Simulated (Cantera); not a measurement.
A closed system holds: 1 mol Nb, 1.5 mol H2O, 6.3 mol N2O, equilibrated at 973.15 K and 10.0 mbar.

Equilibrium computed with Cantera from the NASA thermochemical tables; the gas is ideal and each condensed phase is pure. Candidate condensed phases: H2O, Nb, NbO, NbO2, Nb2O5; 27 gas species. Condensed phases not in the tables: the oxides between NbO2 and Nb2O5. Equilibrium is a limit: real reactors are often held back by kinetics, nucleation or transport.

Q: What is the equilibrium state?

A: 
- x(N2) = 0.649
- x(O2) = 0.196
- x(H2O) = 0.155
- x(NO) = 2.03e-5
- n(Nb2O5(s)) = 0.500 mol
- gas amount = 9.700 mol
- log10 activity of NbO2(s) (absent) = -5.71
- log10 activity of Nb(s) (absent) = -36.15
